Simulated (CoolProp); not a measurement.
Properties of oxygen along the isobar 566 kPa (Tc = 154.6 K, pc = 5046 kPa, ω = 0.022).

Computed with CoolProp (reference Helmholtz-energy equation of state, Schmidt 1985). Above 300 K oxygen's equation is extrapolated.

```tsv
T (K)	phase	speed of sound (m/s)	expansivity (1/kK)	conductivity (mW/(m K))	fugacity coefficient
95.7	liquid	?	4.627	143	0.2978
117.1	gas	196.2	11.28	11.4	0.9167
138.6	gas	218.1	8.478	13.2	0.9489
160	gas	237.1	6.940	15.1	0.9665
181.4	gas	254.1	5.930	17.0	0.9771
202.8	gas	?	5.201	18.8	0.9839
224.2	gas	284.3	4.644	20.6	0.9885
245.6	gas	298.1	4.201	22.4	0.9918
267	gas	311.0	3.839	24.1	0.9941
288.4	gas	323.4	3.537	25.8	0.9958
309.8	gas	?	3.280	27.5	0.9971
331.3	gas	346.4	3.058	29.1	0.9980
352.7	gas	357.2	2.866	30.7	0.9988
```

**Question.** What belongs in the gaps?

**Answer.** 
- 95.7, speed of sound (m/s): 860.7
- 202.8, speed of sound (m/s): 269.8
- 309.8, speed of sound (m/s): 335.1

Thermal conductivity comes from a separate model (Lemmon 2004).
